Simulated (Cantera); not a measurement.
Feed: 1 mol SiH₂Cl₂, 1.8 mol NO, 0.23 mol H₂, at 1948 K and 0.360 bar.

Equilibrium computed with Cantera from the NASA thermochemical tables; the gas is ideal and each condensed phase is pure. Candidate condensed phases: H₂O, NH₄Cl, Si, SiO₂, Si₂N₂O, Si₃N₄; 47 gas species. The tables' values for SiCl₃ are old estimates; treat these amounts as uncertain. The tables hold silica as quartz up to 1696 K and as liquid above; real silica turns to tridymite and cristobalite and melts near 1996 K. Rates play no part.

Task: What is the equilibrium state?

Result: 
- x(HCl): 0.575
- x(N₂): 0.282
- x(H₂): 0.0969
- x(SiO): 0.0223
- x(SiCl₂): 0.0142
- x(SiCl₃): 0.00437
- x(Cl): 0.00261
- x(SiCl₄): 0.00168
- x(H): 0.000586
- n(SiO₂(condensed)): 0.864 mol
- gas amount: 3.194 mol
- log10 activity of Si(l) (absent): -2.79
